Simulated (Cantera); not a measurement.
An adiabatic, constant-volume homogeneous reactor starts with CH₄ : CO : O₂ : N₂ = 1 : 0.13 : 1.21 : 4.57 (molar parts), equivalence ratio 1.7, at 1525 K and 3.10 bar. Integrator tolerance rtol = 1e-08.

Detailed kinetics in Cantera: GRI-Mech 3.0 (53 species, 325 reactions).

### Question
What does this change do: constant pressure in place of constant volume?

### Answer
| quantity | before | after |
|---|---|---|
| time of steepest temperature rise | 0.474 ms | 0.518 ms |
| temperature at 0.200 s | 2953 K | 2704 K |
| equilibrium temperature | 2953 K | 2704 K |
| x(CH₄) at 0.200 s | 2.41e-11 (gas-phase equilibrium 2.75e-11) | 1.10e-11 (gas-phase equilibrium 1.25e-11) |
| x(CO) at 0.200 s | 0.120 (gas-phase equilibrium 0.120) | 0.119 (gas-phase equilibrium 0.119) |
| x(O₂) at 0.200 s | 0.000480 (gas-phase equilibrium 0.000480) | 0.000164 (gas-phase equilibrium 0.000164) |
| x(H₂O₂) at 0.200 s | 1.34e-7 (gas-phase equilibrium 1.34e-7) | 3.60e-8 (gas-phase equilibrium 3.60e-8) |
| x(NO₂) at 0.200 s | 1.38e-7 (gas-phase equilibrium 1.38e-7) | 2.79e-8 (gas-phase equilibrium 2.79e-8) |
| x(H₂) at 0.200 s | 0.0980 (gas-phase equilibrium 0.0980) | 0.0996 (gas-phase equilibrium 0.0996) |
